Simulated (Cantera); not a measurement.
Input: 1 mol HMDSO, 0.32 mol H2O, held at 548.15 K and 100 Torr.

Method: chemical equilibrium by Gibbs-energy minimisation in Cantera with the NASA 1993 tables (ideal gas, pure condensed phases). Candidate condensed phases: C, C6H6, C7H8, C8H18, H2O, Si, SiC, SiO2; 123 gas species. The feed counts by its element totals alone. Equilibrium is a limit: real reactors are often held back by kinetics, nucleation or transport.

Task: What is the equilibrium state?

Result: 
```json
{
  "x(CH4)": "0.879",
  "x(H2)": "0.121",
  "x(C2H6)": "1.01e-6",
  "n(C(graphite))": "0.300 mol",
  "n(SiC(s))": "1.34 mol",
  "n(SiO2(α-quartz))": "0.660 mol",
  "gas_amount": "4.960 mol",
  "log10 activity of Si(s) (absent)": "-6.56"
}
```
